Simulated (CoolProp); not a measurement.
1-butene along the isotherm 525 K: density (kg/m³) from the reference equation and from simpler models built on Tc = 419.3 K, pc = 4.006 MPa, ω = 0.192; each cubic takes its own stable root.

Model: reference Helmholtz-energy equation of state, Lemmon 2005, in CoolProp. It is a short technical equation, of lower accuracy than the large ones.

```csv
p (MPa),phase,reference
0.546,gas,7.181
1.09,gas,14.68
1.64,gas,22.64
2.18,gas,30.87
2.73,gas,39.70
3.28,gas,49.03
3.82,gas,58.72
4.37,supercritical,69.16
4.92,supercritical,80.23
5.46,supercritical,91.71
6.01,supercritical,104.0
```

### Question
How far does each simpler model (ideal gas, van der Waals, Redlich-Kwong, Soave-Redlich-Kwong, Peng-Robinson) lie from the reference over these 11 states: mean and median of the absolute difference, and the worst?

### Answer
- ideal gas: mean 14.0 %, median 14.0 %, worst -25.7 % at 525 K and 6.01 MPa
- van der Waals: mean 2.4 %, median 1.6 %, worst +7.1 % at 525 K and 6.01 MPa
- Redlich-Kwong: mean 1.1 %, median 1.0 %, worst +2.2 % at 525 K and 6.01 MPa
- Soave-Redlich-Kwong: mean 1.5 %, median 1.3 %, worst -3.6 % at 525 K and 6.01 MPa
- Peng-Robinson: mean 0.9 %, median 0.9 %, worst +1.2 % at 525 K and 3.82 MPa
